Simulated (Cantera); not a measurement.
Input: 1 mol Si3N4, 0.13 mol H2O, a varied amount of H2, held at 4.28 Torr.

Method: chemical equilibrium by Gibbs-energy minimisation in Cantera with the NASA 1993 tables (ideal gas, pure condensed phases). Candidate condensed phases: H2O, Si, SiO2, Si2N2O, Si3N4; 35 gas species. Mutual solubility and eutectic melting of coexisting phases are not modelled. Rates play no part.

Problem. What condenses at these points (T in K, n(H2) in mol): (1698, 6.5); (1998, 9); (1598, 12); (2048, 23); (1998, 9); (2098, 4.7); (2148, 84)?

Solution. 
```tsv
T (K)	n(H2) in mol	condensed phases	Si condensed (%)
1698	6.5	Si + Si2N2O	96.4
1998	9	Si	92.5
1598	12	Si + Si2N2O + Si3N4	99.4
2048	23	Si	83.0
1998	9	Si	92.5
2098	4.7	Si	89.6
2148	84	gas only	0.0
```
